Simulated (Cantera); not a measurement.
A diamond (100) surface in a fixed gas of H2 with x(CH4) = 0.0025, x(H) = 0.0019, x(CH3) = 2e-05, at 1125 K; coverages are run to steady state.

Model: the Harris–Goodwin 1993 mechanism for the reconstructed diamond (100) surface, integrated in Cantera.

θ: site fractions in the mechanism's names (c6HH fully hydrogenated, c6H* and c6*H radical sites, c6** diradical, c6HM methylated).

| P (Pa) | growth (µm/h) | θ c6HH | θ c6H* | θ c6*H | θ c6** | θ c6HM |
|---|---|---|---|---|---|---|
| 1300 | 0.0379 | 0.499 | 0.0301 | 0.451 | 0.0191 | 0.000464 |
| 1800 | 0.0648 | 0.499 | 0.0301 | 0.451 | 0.0191 | 0.000611 |
| 2600 | 0.118 | 0.498 | 0.0301 | 0.451 | 0.0191 | 0.000816 |
| 3700 | 0.209 | 0.498 | 0.0301 | 0.451 | 0.0191 | 0.00105 |
| 5300 | 0.368 | 0.498 | 0.0301 | 0.451 | 0.0191 | 0.00133 |
| 7600 | [?] | 0.498 | 0.0301 | 0.450 | 0.0191 | [?] |
| 11000 | 1.08 | 0.498 | 0.0301 | 0.450 | 0.0191 | 0.00194 |
| 16000 | [?] | 0.497 | 0.0301 | 0.450 | 0.0191 | [?] |

Task: Fill in the missing entries.

Result: 
- 7600, growth (µm/h): 0.633
- 7600, θ c6HM: 0.00163
- 16000, growth (µm/h): 1.79
- 16000, θ c6HM: 0.00224
